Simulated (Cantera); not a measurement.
Input: 1 mol Pb, 0.0016 mol O2, a varied amount of N2, at 1025 K and 0.0100 bar.

Equilibrium computed with Cantera from the NASA thermochemical tables; the gas is ideal and each condensed phase is pure. Candidate condensed phases: Pb, PbO, PbO2, Pb3O4; 12 gas species. Mutual solubility and eutectic melting of coexisting phases are not modelled. Rates play no part.

Question: At 13 mol N2, list the 3 most abundant gas species with their mole fractions, and the condensed phases.

Answer: N2 0.997, Pb 0.00278, PbO 6.85e-5. Condensed: Pb(l) + PbO(yellow).
